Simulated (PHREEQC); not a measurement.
A solution holds 0.014 mol NaH2PO4, 0.0087 mol K2HPO4 and 0.26 mol NiSO4 per kg of water, at 20 °C. Closed to the air; pH follows from the charge balance.

Model: ion-association model, wateq4f.dat, run in PHREEQC.

Each row changes one thing in this solution. Precipitation was switched off in this run.

| case | pH | ionic strength (mol/kgw) | K+ (mol/kgw) | H2PO4- (mol/kgw) | HPO4-2 (mol/kgw) | KHPO4- (mol/kgw) |
|---|---|---|---|---|---|---|
| as made | 6.50 | 0.513 | 0.0152 | 0.0140 | 0.00859 | 5.10e-5 |
| K2HPO4 from 0.0087 to 0.087 mol/kgw | 7.43 | 0.746 | 0.152 | 0.0142 | 0.0822 | 0.00425 |
| NaH2PO4 from 0.014 to 0.0154 mol/kgw | 6.46 | 0.515 | 0.0152 | 0.0154 | 0.00859 | 5.09e-5 |
| temperature from 20 to 80 °C | 6.30 | 0.490 | 0.0135 | 0.0143 | 0.00834 | 3.75e-5 |
| NiSO4 from 0.26 to 0.234 mol/kgw | [?] | 0.477 | 0.0153 | 0.0140 | 0.00859 | 5.27e-5 |
| NiSO4 left out | 6.77 | 0.0396 | 0.0173 | 0.0140 | 0.00845 | 0.000139 |
| K2HPO4 from 0.0087 to 0.0174 mol/kgw | 6.79 | 0.541 | 0.0304 | 0.0140 | 0.0171 | [?] |
| 0.03 mol/kgw CO2 added | 4.94 | 0.499 | 0.0152 | [?] | 0.000371 | [?] |
| K2HPO4 from 0.0087 to 0.00087 mol/kgw | 5.52 | 0.488 | 0.00152 | 0.0140 | [?] | 5.32e-7 |

Task: Complete the blanks.

Result: 
- NiSO4 from 0.26 to 0.234 mol/kgw, pH: 6.51
- K2HPO4 from 0.0087 to 0.0174 mol/kgw, KHPO4- (mol/kgw): 0.000199
- 0.03 mol/kgw CO2 added, H2PO4- (mol/kgw): 0.0223
- 0.03 mol/kgw CO2 added, KHPO4- (mol/kgw): 2.22e-6
- K2HPO4 from 0.0087 to 0.00087 mol/kgw, HPO4-2 (mol/kgw): 0.000880

The ionic strength passes 0.7 mol/kgw, the rough limit of the ion-association models, in K2HPO4 from 0.0087 to 0.087 mol/kgw. Complexes and solids missing from the database can't appear. Some of these states are supersaturated (in Ni3(PO4)2, Ni(OH)2, for instance). H3PO4, which wateq4f.dat lacks, is added to it with the constant of phreeqc.dat. In wateq4f.dat the enthalpy of Ni(OH)2 has the wrong sign, so its saturation index can't be trusted away from 25 °C. Away from 25 °C the constants follow the database's enthalpies or fits; those with neither stay at their 25 °C values. The database has no phosphate complexes of Ni.
